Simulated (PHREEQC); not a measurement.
A solution holds 0.011 mol HF, 0.00086 mol KF and 5.1e-06 mol H4SiO4 per kg of water, at 20 °C. Closed to the air; pH follows from the charge balance.

Model: ion-association model, phreeqc.dat, run in PHREEQC.

```json
{
 "pH": "2.66",
 "ionic_strength": "0.00317 mol/kgw",
 "specific_conductance": "883 µS/cm",
 "total_alkalinity": "-11.0 meq/kg"
}
```

| species | molality | activity | log γ |
|---|---|---|---|
| HF | 0.00858 | 0.00859 | 0.000 |
| F- | 0.00306 | 0.00287 | -0.027 |
| H+ | 0.00230 | 0.00218 | -0.024 |
| K+ | 0.000860 | 0.000809 | -0.027 |
| HF2- | 9.65e-5 | 9.08e-5 | -0.026 |
| SiF6-2 | 5.10e-6 | 4.01e-6 | -0.104 |

No solid was allowed to form. SiF6-2 is the database's only silicon fluoride.
